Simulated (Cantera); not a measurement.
**PbO + C + CO (carbothermic reduction)**

Feed: 1 mol PbO, 0.67 mol C, 1.4 mol CO.

Cantera equilibrium calculation (NASA polynomials, part measured and part estimated; ideal gas, pure solids and liquids). Candidate condensed phases: C, Pb, PbO, PbO₂, Pb₃O₄; 15 gas species. The numbers say what is thermodynamically allowed, not how fast it happens.

Stable condensed phases:

```
T in K \ P in Pa
              10      42     180     750    3200   13000   56000  240000 1000000
   2225        A       A       A       A       A       A       A       A       B
   2125        A       A       A       A       A       A       A       A       B
   2025        A       A       A       A       A       A       A       A       B
   1925        A       A       A       A       A       A       A       B       B
   1825        A       A       A       A       A       A       A       B       B
   1725        A       A       A       A       A       A       B       B       B
   1625        A       A       A       A       A       A       B       B       B
   1525        A       A       A       A       A       B       B       B       B
   1425        A       A       A       A       A       B       B       B       B
   1325        A       A       A       A       B       B       B       B       B
   1225        A       A       A       B       B       B       B       B       B
   1125        A       A       B       B       B       B       B       B       C
   1025        B       B       B       B       B       B       B       C       C
    925        B       B       B       B       B       C       C       C       C
```

A: gas only; B: Pb; C: C + Pb.
